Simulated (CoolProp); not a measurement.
A simple Rankine cycle with cis-2-butene: condensing at 333.15 K, boiler at 1.56 MPa, turbine inlet 392.8 K, turbine efficiency 0.85, pump efficiency 0.6, no recuperator. Each further row changes one setting.

Model: reference Helmholtz-energy equation of state, Lemmon 2005, in CoolProp. It is a short technical equation, of lower accuracy than the large ones.

```
case                             thermal efficiency (%)  net work (kJ/kg)  heat in (kJ/kg)  turbine exit temperature (K)  volume ratio over the turbine
-------------------------------  ----------------------  ----------------  ---------------  ----------------------------  -----------------------------
as stated                                           8.5              36.3              429                         355.9                           2.80
turbine inlet 412.8 K                               8.5              40.0              473                         377.6                           2.75
condensing temperature 325.15 K                     9.9              44.3              448                         349.2                           3.44
boiler pressure 1.09 MPa                            5.7              25.4              446                         371.0                           1.89
turbine efficiency 0.75                             7.4              31.7              429                         358.4                           2.83
```
